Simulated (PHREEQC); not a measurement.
Make-up at 25 °C: 0.075 mol ZnSO4 and 0.00058 mol NiCl2 per kg of water. Closed to the air; pH follows from the charge balance.

Model: ion-association model, wateq4f.dat, run in PHREEQC.

```csv
quantity,before,after
pH,5.55,7.07
ionic strength (mol/kgw),0.152,0.226
SO4-2 (mol/kgw),0.0303,0.0747
Cl- (mol/kgw),0.00112,0.00116
Ni+2 (mol/kgw),0.000360,0.000266
NiSO4 (mol/kgw),0.000219,0.000312
SI of Morenosite (NiSO4:7H2O),-3.58,-3.43
```

Task: What was changed between the two runs?
A. NiCl2 from 0.00058 to 0.00087 mol/kgw
B. ZnSO4 replaced by Rb2SO4 at the same molality
C. ZnSO4 from 0.075 to 0.112 mol/kgw
D. ZnSO4 replaced by MnSO4 at the same molality
E. ZnSO4 replaced by Al2(SO4)3 at the same molality

Result: B, ZnSO4 replaced by Rb2SO4 at the same molality

This is a speciation only: nothing precipitates in the calculation.
